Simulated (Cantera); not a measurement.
Input: 1 mol SiH4, 0.24 mol NH3, at 1223.15 K and 0.133 bar.

Method: chemical equilibrium by Gibbs-energy minimisation in Cantera with the NASA 1993 tables (ideal gas, pure condensed phases). Candidate condensed phases: Si, Si3N4; 18 gas species. Mutual solubility and eutectic melting of coexisting phases are not modelled. Kinetics and transport are ignored.

Base state: H2 1.000 (mole fractions); condensed: Si(s) + Si3N4(s).

Question: What changes in the equilibrium state with this change: NH3 from 0.24 to 2 mol?

Answer: 
```csv
species,before,after
H2,1.000,0.937
N2,4.32e-7,0.0625
"Si(s), mol",0.820,0
"Si3N4(s), mol",0.0600,0.333
```

Question: What changes in the equilibrium state with this change: NH3 from 0.24 to 36 mol?

Answer: 
| species | before | after |
|---|---|---|
| H2 | 1.000 | 0.764 |
| N2 | 4.32e-7 | 0.236 |
| Si(s), mol | 0.820 | 0 |
| Si3N4(s), mol | 0.0600 | 0.333 |
